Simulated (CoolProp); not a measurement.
A Linde-Hampson liquefier for ethylene: isothermal reversible compression at 300 K from 1 atm to 25 MPa, throttling to 1 atm, return gas leaving the recuperator 5 K below the feed. Each further row changes one setting.

Computed with CoolProp (reference Helmholtz-energy equation of state, Smukala 2000).

```csv
case,liquid yield per pass,compression work (kJ/kg of gas)
as stated,0.475,386
high pressure 50 MPa,0.460,441
warm-end temperature 330 K,0.392,454
warm-end gap 10 K,0.469,386
```
